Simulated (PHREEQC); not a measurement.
Dissolve 0.007 mol/kgw CuSO4, 4.7e-05 mol/kgw HNO3 and 0.0018 mol/kgw Na2SO4 at 25 °C. Closed to the air; pH follows from the charge balance.

Equilibrium calculation in PHREEQC: ion-association model, wateq4f.dat.

```csv
quantity,before,after
ionic strength (mol/kgw),0.0250,0.00587
SO4-2 (mol/kgw),0.00664,0.00155
CuSO4 (mol/kgw),0.00208,0.000201
NaSO4- (mol/kgw),6.48e-5,4.04e-6
SI of Tenorite (CuO),-1.18,-0.66
```

Problem. Which change was made?
A. 0.00027 mol/kgw NaOH added
B. diluted 5-fold with water
C. temperature from 25 to 60 °C
D. HNO3 from 4.7e-05 to 4.7e-06 mol/kgw
E. Na2SO4 from 0.0018 to 0.018 mol/kgw

Solution. B, diluted 5-fold with water

This is a speciation only: nothing precipitates in the calculation.
